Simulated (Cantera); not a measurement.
What does this Cantera script print?

```python
import numpy as np
import cantera as ct

gas_names = """
    F F2 H HF H2 H2F2 H3F3 H4F4 H5F5 H6F6 H7F7 N NF NF2 NF3 NH NH2 NH3 N2 N2H2 N2H4 Si SiF SiF2 SiF3
    SiF4 SiH SiHF3 SiH2 SiH2F2 SiH3 SiH3F SiH4 SiN Si2 Si2N Si3
""".split()
cond_names = """
    Si(cr) Si(L) Si3N4(a)
""".split()


# ... load() reads the species with a 1 bar reference pressure and builds the phases ...
atoms = {
    'SiF4': {'Si': 1, 'F': 4},
    'N2': {'N': 2},
    'NH3': {'N': 1, 'H': 3},
}
top_T = {'Si3N4(a)': 2400}  # K; cautious upper limits of use, not melting points


# ... equilibrate(T, P, feed) seeds the gas with the atoms and calls Mixture.equilibrate('TP', solver="vcs", rtol=1e-11, max_steps=5000) ...
results = []
feed = {'SiF4': 1, 'N2': 1.9, 'NH3': 6.1}  # mol
for P in [5, 26, 140, 710, 3700, 19000, 100000]:
    for T in [775, 875, 975, 1075, 1175, 1275, 1375, 1475, 1575, 1675, 1775, 1875, 1975]:
        mix = equilibrate(T, P, feed)
        results.append((T, P, feed, dict(zip(mix.species_names, mix.species_moles))))

for T, P, feed, n in results:
    print(f"{T:7g} {P:10.4g}  " + (" + ".join(c for c in cond_names if n.get(c, 0) > 1e-12) or "gas only"))
```

Result:

```
    775          5  Si3N4(a)
    875          5  Si3N4(a)
    975          5  Si3N4(a)
   1075          5  Si3N4(a)
   1175          5  Si3N4(a)
   1275          5  gas only
   1375          5  gas only
   1475          5  gas only
   1575          5  gas only
   1675          5  gas only
   1775          5  gas only
   1875          5  gas only
   1975          5  gas only
    775         26  Si3N4(a)
    875         26  Si3N4(a)
    975         26  Si3N4(a)
   1075         26  Si3N4(a)
   1175         26  Si3N4(a)
   1275         26  gas only
   1375         26  gas only
   1475         26  gas only
   1575         26  gas only
   1675         26  gas only
   1775         26  gas only
   1875         26  gas only
   1975         26  gas only
    775        140  Si3N4(a)
    875        140  Si3N4(a)
    975        140  Si3N4(a)
   1075        140  Si3N4(a)
   1175        140  Si3N4(a)
   1275        140  Si3N4(a)
   1375        140  gas only
   1475        140  gas only
   1575        140  gas only
   1675        140  gas only
   1775        140  gas only
   1875        140  gas only
   1975        140  gas only
    775        710  Si3N4(a)
    875        710  Si3N4(a)
    975        710  Si3N4(a)
   1075        710  Si3N4(a)
   1175        710  Si3N4(a)
   1275        710  Si3N4(a)
   1375        710  gas only
   1475        710  gas only
   1575        710  gas only
   1675        710  gas only
   1775        710  gas only
   1875        710  gas only
   1975        710  gas only
    775       3700  Si3N4(a)
    875       3700  Si3N4(a)
    975       3700  Si3N4(a)
   1075       3700  Si3N4(a)
   1175       3700  Si3N4(a)
   1275       3700  Si3N4(a)
   1375       3700  Si3N4(a)
   1475       3700  gas only
   1575       3700  gas only
   1675       3700  gas only
   1775       3700  gas only
   1875       3700  gas only
   1975       3700  gas only
    775    1.9e+04  Si3N4(a)
    875    1.9e+04  Si3N4(a)
    975    1.9e+04  Si3N4(a)
   1075    1.9e+04  Si3N4(a)
   1175    1.9e+04  Si3N4(a)
   1275    1.9e+04  Si3N4(a)
   1375    1.9e+04  Si3N4(a)
   1475    1.9e+04  Si3N4(a)
   1575    1.9e+04  gas only
   1675    1.9e+04  gas only
   1775    1.9e+04  gas only
   1875    1.9e+04  gas only
   1975    1.9e+04  gas only
    775      1e+05  Si3N4(a)
    875      1e+05  Si3N4(a)
    975      1e+05  Si3N4(a)
   1075      1e+05  Si3N4(a)
   1175      1e+05  Si3N4(a)
   1275      1e+05  Si3N4(a)
   1375      1e+05  Si3N4(a)
   1475      1e+05  Si3N4(a)
   1575      1e+05  gas only
   1675      1e+05  gas only
   1775      1e+05  gas only
   1875      1e+05  gas only
   1975      1e+05  gas only
```

Method: chemical equilibrium by Gibbs-energy minimisation in Cantera with the NASA 1993 tables (ideal gas, pure condensed phases). The tables' values for SiF2, SiF3 are old estimates.
